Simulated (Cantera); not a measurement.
A closed system holds: 1 mol SiH4, 0.5 mol O2, held at 100 Torr.

Cantera equilibrium calculation (NASA polynomials, part measured and part estimated; ideal gas, pure solids and liquids). Candidate condensed phases: H2O, Si, SiO2; 18 gas species. Each liquid is taken as pure. Mutual solubility and eutectic melting of coexisting phases are not modelled. The tables hold silica as quartz up to 1696 K and as liquid above; real silica turns to tridymite and cristobalite and melts near 1996 K. Gases not in the tables: Si2H6 and higher silanes. The numbers say what is thermodynamically allowed, not how fast it happens.

x: gas mole fraction; n: condensed amount in mol.

| T (°C) | x H2 | x SiO | x H | x H2O | n Si(s) | n SiO2(α-quartz) | n SiO2(β-quartz) | n Si(l) | n SiO2(condensed) |
|---|---|---|---|---|---|---|---|---|---|
| 227 | 1.00 | <1e-12 | <1e-12 | <1e-12 | 0.500 | 0.500 | 0 | 0 | 0 |
| 427 | 1.00 | <1e-12 | <1e-12 | <1e-12 | 0.500 | 0.500 | 0 | 0 | 0 |
| 627 | 1.00 | [?] | [?] | [?] | 0.500 | 0 | 0.500 | 0 | 0 |
| 827 | 1.00 | 1.73e-7 | 7.08e-8 | 9.10e-9 | 0.500 | 0 | 0.500 | 0 | 0 |
| 1027 | 1.000 | 5.71e-5 | 3.03e-6 | 2.76e-7 | 0.500 | 0 | 0.500 | 0 | 0 |
| 1227 | 0.996 | 0.00389 | 4.81e-5 | 3.30e-6 | 0.496 | 0 | 0.496 | 0 | 0 |
| 1427 | 0.905 | 0.0943 | 0.000384 | 1.99e-5 | 0 | 0 | 0 | 0.396 | 0.396 |
| 1627 | 0.665 | 0.333 | 0.00177 | 6.52e-5 | 0 | 0 | 0 | 0 | 0 |
| 1827 | 0.661 | 0.332 | 0.00694 | 0.000142 | 0 | 0 | 0 | 0 | 0 |

### Question
Some entries are withheld; supply them.

### Answer

- 627, x SiO: 3.74e-11
- 627, x H: 3.20e-10
- 627, x H2O: 6.26e-11
